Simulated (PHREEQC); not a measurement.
A solution holds 2.1 mmol/kgw Pb(NO3)2 and 62 mmol/kgw Na2SO4, at 25 °C. Closed to the air; pH follows from the charge balance.

Computed with PHREEQC (ion-association model, wateq4f.dat).

```
Property               Result
--------------  -------------
pH                       5.96
ionic strength  0.168 mol/kgw
```

```json
[
 {"species": "Na+", "molality": "0.115", "activity": "0.0865", "log γ": "-0.123"},
 {"species": "SO4-2", "molality": "0.0509", "activity": "0.0159", "log γ": "-0.506"},
 {"species": "NaSO4-", "molality": "0.00910", "activity": "0.00689", "log γ": "-0.121"},
 {"species": "NO3-", "molality": "0.00419", "activity": "0.00298", "log γ": "-0.149"},
 {"species": "PbSO4", "molality": "0.00128", "activity": "0.00133", "log γ": "0.017"},
 {"species": "Pb+2", "molality": "0.000461", "activity": "0.000149", "log γ": "-0.490"},
 {"species": "Pb(SO4)2-2", "molality": "0.000343", "activity": "0.000111", "log γ": "-0.490"},
 {"species": "PbNO3+", "molality": "8.71e-6", "activity": "6.57e-6", "log γ": "-0.122"},
 {"species": "PbOH+", "molality": "3.51e-6", "activity": "2.65e-6", "log γ": "-0.122"},
 {"species": "HSO4-", "molality": "2.28e-6", "activity": "1.69e-6", "log γ": "-0.130"},
 {"species": "H+", "molality": "1.36e-6", "activity": "1.10e-6", "log γ": "-0.094"},
 {"species": "Pb2OH+3", "molality": "1.12e-7", "activity": "8.86e-9", "log γ": "-1.102"},
 {"species": "OH-", "molality": "1.26e-8", "activity": "9.12e-9", "log γ": "-0.142"}
]
```

Precipitation was switched off in this run. Examples of supersaturated solids here: Anglesite, Larnakite. Others may be too.
